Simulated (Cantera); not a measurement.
A closed system holds: 1 mol AlCl3, 0.68 mol N2O, a varied amount of N2, held at 1302 °C and 0.000950 bar.

Equilibrium computed with Cantera from the NASA thermochemical tables; the gas is ideal and each condensed phase is pure. Candidate condensed phases: Al, AlCl3, AlN, Al2O3; 24 gas species. The tables' values for AlCl2 are old estimates; treat these amounts as uncertain. Equilibrium is a limit: real reactors are often held back by kinetics, nucleation or transport.

x: gas mole fraction; n: condensed amount in mol.

```csv
n(N2) (mol),x N2,x Cl,x AlCl3,x Cl2,x AlCl2,n Al2O3(s)
46,0.961,0.0279,0.0112,8.27e-5,6.50e-5,0.227
59,0.969,0.0220,0.00881,5.17e-5,6.48e-5,0.227
76,0.976,___,___,___,6.45e-5,0.227
98,0.981,0.0136,0.00537,1.95e-5,6.42e-5,0.227
130,0.986,___,___,___,6.38e-5,0.227
160,0.988,0.00843,0.00329,7.55e-6,6.34e-5,0.227
210,0.991,0.00647,0.00250,4.45e-6,6.27e-5,0.227
270,0.993,0.00507,0.00193,2.73e-6,6.18e-5,0.227
350,0.995,0.00394,0.00147,1.65e-6,6.06e-5,0.227
450,0.996,0.00310,0.00113,1.02e-6,5.91e-5,0.227
570,0.997,0.00248,0.000875,6.52e-7,5.73e-5,0.226
740,0.997,0.00194,0.000654,4.00e-7,5.47e-5,0.226
950,0.998,0.00154,0.000490,2.53e-7,5.15e-5,0.226
```

Problem. What belongs in the gaps?

Solution. 
- 130, x Cl: 0.0103
- 130, x AlCl3: 0.00405
- 130, x Cl2: 1.13e-5
- 76, x Cl: 0.0173
- 76, x AlCl3: 0.00689
- 76, x Cl2: 3.19e-5
